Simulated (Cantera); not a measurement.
A closed system holds: 1 mol HCl, 2.1 mol H2, 1.7 mol O2, equilibrated at 0.00890 bar.

Method: chemical equilibrium by Gibbs-energy minimisation in Cantera with the NASA 1993 tables (ideal gas, pure condensed phases). Candidate condensed phases: H2O; 14 gas species. Kinetics and transport are ignored.

Question: At 1748 K, list the 7 most abundant gas species with their mole fractions, and the condensed phases.

Answer: H2O 0.565, HCl 0.244, O2 0.166, Cl 0.0208, OH 0.00364, H2 0.000480, O 0.000317. Condensed: gas only.
